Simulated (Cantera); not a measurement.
**Thermodynamics of abatement and gas-phase synthesis, feed HI + H₂ + N₂ + O₂**

Input: 1 mol HI, 3.2 mol H₂, 49 mol N₂, 0.38 mol O₂, equilibrated at 34.0 mbar.

Cantera equilibrium calculation (NASA polynomials, part measured and part estimated; ideal gas, pure solids and liquids). Candidate condensed phases: H₂O, I₂; 27 gas species. Rates play no part.

From 2800 K to 3500 K nothing is condensed.

```csv
T (K),log p N₂,log p H,log p H₂,log p I,log p O,log p H₂O
2800,-1.53,-2.62,-3.06,-3.22,-3.77,-3.90
2900,-1.53,-2.53,-3.19,-3.22,-3.62,-4.21
3000,-1.54,-2.47,-3.34,-3.23,-3.53,-4.58
3100,-1.54,-2.43,-3.52,-3.23,-3.47,-4.98
3200,-1.54,-2.41,-3.71,-3.23,-3.44,-5.41
3300,-1.54,-2.39,-3.91,-3.23,-3.41,-5.83
3400,-1.54,-2.38,-4.10,-3.23,-3.40,-6.25
3500,-1.54,-2.37,-4.29,-3.23,-3.39,-6.65
```
log p: log10 of the partial pressure in bar; nothing condenses.
